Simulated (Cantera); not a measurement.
An adiabatic, constant-pressure homogeneous reactor starts with 13.6 % CH4, 18.1 % O2, 68.3 % N2, at 1475 K and 750 Torr.

Computed with Cantera and GRI-Mech 3.0 (53 species, 325 reactions).

Problem. Predict: time of steepest temperature rise; temperature at 0.200 s; equilibrium temperature; x(O2) at 0.200 s; x(H) at 0.200 s.

Solution. 
* **time of steepest temperature rise**: 1.84 ms
* **temperature at 0.200 s**: 2694 K
* **equilibrium temperature**: 2694 K
* **x(O2) at 0.200 s**: 0.000974 (gas-phase equilibrium 0.000974)
* **x(H) at 0.200 s**: 0.0152 (gas-phase equilibrium 0.0152)
